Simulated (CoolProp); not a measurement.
A single-stage vapour-compression cycle with R227EA: evaporating at 216.15 K (dew point), condensing at 279.15 K (bubble point), superheat 8 K, subcooling 2 K, compressor efficiency 0.6, no pressure losses. Each further row changes one setting.

Computed with CoolProp (reference Helmholtz-energy equation of state, Lemmon 2016).

```csv
case,cooling COP,pressure ratio,discharge temperature (K),refrigerating effect (kJ/kg),volumetric capacity (kJ/m³)
as stated,1.48,20.9,308.6,88.5,94.8
evaporating temperature 221.15 K,1.70,15.2,305.5,91.7,133
condensing temperature 274.15 K,1.67,17.4,303.4,94.1,101
subcooling 7 K,1.57,20.9,308.6,94.1,101
superheat 18 K,1.52,20.9,319.8,95.3,97.6
compressor efficiency 0.5,1.23,20.9,322.6,88.5,94.8
```
